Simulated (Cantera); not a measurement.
Feed: 1 mol Fe3O4, 0.085 mol H2O, 0.14 mol N2, equilibrated at 0.140 bar.

Equilibrium computed with Cantera from the NASA thermochemical tables; the gas is ideal and each condensed phase is pure. Candidate condensed phases: Fe, FeO, Fe(OH)2, Fe(OH)3, Fe2O3, Fe3O4, H2O; 27 gas species. Kinetics and transport are ignored. All values below are at 1198 K.

Base state: N2 0.622, H2O 0.378 (mole fractions); condensed: Fe3O4(s).

What changes in the equilibrium state with this change: Fe3O4 replaced by PbO?


```tsv
species	before	after
N2	0.622	0.622
H2O	0.378	0.378
PbO	0	0.000468
Pb	0	7.77e-5
O2	2.91e-6	3.84e-5
Fe3O4(s), mol	1.00	0
PbO(l), mol	0	1.000
```
Further candidate phases: Pb, PbO, PbO2, Pb3O4.
